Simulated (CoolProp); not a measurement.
The fluid at 441.57 K and 7.39 MPa flows at 8.5 m/s in a round tube of 2 mm bore and 0.25 µm roughness, fully developed (64/Re and Nu = 3.66 if laminar; Colebrook and Gnielinski if turbulent). The same conditions are run with several fluids, on thermodynamics alone (safety and materials aside).

The numbers come from the reference Helmholtz-energy equation of state of each fluid (R125: Lemmon 2005; ethane: Bücker 2006; nitrogen: Span 2000; propane: Lemmon 2009; isobutane: Bücker 2006) in CoolProp.

```csv
fluid,Reynolds number,Darcy friction factor,pressure drop (Pa/m),heat-transfer coefficient (W/(m² K)),mass flow (kg/h)
R125,(withheld),(withheld),96100,7040,31.0
ethane,75600,0.0196,25000,(withheld),6.78
nitrogen,37800,0.0226,22400,1620,(withheld)
propane,133000,0.0177,45200,8420,(withheld)
isobutane,140000,0.0176,(withheld),15600,30.0
```

Problem. Fill in the missing entries.

Solution. 
- R125, Reynolds number: 206000
- R125, Darcy friction factor: 0.0165
- ethane, heat-transfer coefficient (W/(m² K)): 4160
- nitrogen, mass flow (kg/h): 5.26
- propane, mass flow (kg/h): 13.6
- isobutane, pressure drop (Pa/m): 99100

Transport values come from each fluid's own correlations.
